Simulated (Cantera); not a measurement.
An isothermal, constant-pressure homogeneous reactor starts with C₂H₆ : N₂ = 1 : 72 (molar parts), at 1025 K and 540 Torr. Integrator tolerance rtol = 1e-08.

Model: GRI-Mech 3.0 (53 species, 325 reactions), integrated in Cantera. GRI-Mech 3.0 stops at C3 and has no aromatics, soot or wall deposition, so with more carbon than oxygen in the feed, carbon stays in small species such as C2H2 where larger ones or solid carbon would form.

### Question
What does this change do: temperature 1025 to 1000 K?

### Answer
| quantity | before | after |
|---|---|---|
| x(C₂H₆) at 7.00 s | 0.000581 (gas-phase equilibrium 7.96e-6) | 0.00198 (gas-phase equilibrium 9.92e-6) |
| x(CH₄) at 7.00 s | 0.000626 (gas-phase equilibrium 0.0138) | 0.000408 (gas-phase equilibrium 0.0146) |
| x(CH₃) at 7.00 s | 3.14e-8 (gas-phase equilibrium 1.73e-8) | 2.90e-8 (gas-phase equilibrium 1.10e-8) |
| x(C₂H₂) at 7.00 s | 0.00117 (gas-phase equilibrium 0.00109) | 0.000521 (gas-phase equilibrium 0.000966) |
| x(HCN) at 7.00 s | <1e-12 (gas-phase equilibrium 0.00871) | <1e-12 (gas-phase equilibrium 0.00783) |
| x(C₂H) at 7.00 s | <1e-12 (gas-phase equilibrium <1e-12) | <1e-12 (gas-phase equilibrium <1e-12) |

### Question
What does this change do: N2 72 to 360 parts?

### Answer
```csv
quantity,before,after
x(C₂H₆) at 7.00 s,0.000581 (gas-phase equilibrium 7.96e-6),0.000132 (gas-phase equilibrium 2.79e-7)
x(CH₄) at 7.00 s,0.000626 (gas-phase equilibrium 0.0138),0.000102 (gas-phase equilibrium 0.00185)
x(CH₃) at 7.00 s,3.14e-8 (gas-phase equilibrium 1.73e-8),2.15e-8 (gas-phase equilibrium 3.24e-9)
x(C₂H₂) at 7.00 s,0.00117 (gas-phase equilibrium 0.00109),0.000374 (gas-phase equilibrium 0.000145)
x(HCN) at 7.00 s,<1e-12 (gas-phase equilibrium 0.00871),1.74e-12 (gas-phase equilibrium 0.00322)
x(C₂H) at 7.00 s,<1e-12 (gas-phase equilibrium <1e-12),<1e-12 (gas-phase equilibrium <1e-12)
```
